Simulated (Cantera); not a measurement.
**Equilibrium for fluorocarbon and chlorocarbon gases: C₂F₆**

Input: 1 mol C₂F₆, at 7.50 Torr.

Method: chemical equilibrium by Gibbs-energy minimisation in Cantera with the NASA 1993 tables (ideal gas, pure condensed phases). Candidate condensed phases: C; 13 gas species. The feed counts by its element totals alone. The tables' values for C₂F₄ are old estimates; treat these amounts as uncertain. Gases not in the tables: C₂F₆ and larger saturated fluorocarbons. Kinetics and transport are ignored.

From 2050 K to 2750 K the condensed part is C(graphite). The main C-bearing gas is CF₄ at 2050 K and CF₂ at 2750 K. The share of C in condensed phases is highest at 2750 K (46.2 %) and lowest at 2350 K (0.8 %).

| T (K) | log p F | log p CF₄ | log p CF₂ | log p CF | log p CF₃ | log p C₃ | log p C | log p C₂ | n C(graphite) |
|---|---|---|---|---|---|---|---|---|---|
| 2050 | -3.27 | -2.10 | -2.83 | -5.50 | -3.97 | -10.04 | -10.06 | -11.11 | 0.392 |
| 2150 | -2.93 | -2.23 | -2.57 | -4.96 | -3.80 | -9.07 | -9.21 | -10.13 | 0.284 |
| 2250 | -2.64 | -2.47 | -2.39 | -4.50 | -3.74 | -8.19 | -8.44 | -9.24 | 0.126 |
| 2350 | -2.43 | -2.87 | -2.32 | -4.13 | -3.82 | -7.38 | -7.73 | -8.43 | 0.0152 |
| 2450 | -2.29 | -3.46 | -2.37 | -3.84 | -4.06 | -6.65 | -7.08 | -7.69 | 0.117 |
| 2550 | -2.20 | -4.14 | -2.49 | -3.62 | -4.38 | -5.97 | -6.49 | -7.00 | 0.394 |
| 2650 | -2.13 | -4.88 | -2.64 | -3.43 | -4.77 | -5.35 | -5.93 | -6.37 | 0.696 |
| 2750 | -2.10 | -5.64 | -2.83 | -3.28 | -5.18 | -4.77 | -5.42 | -5.79 | 0.923 |
log p: log10 of the partial pressure in bar; n: condensed amount in mol.
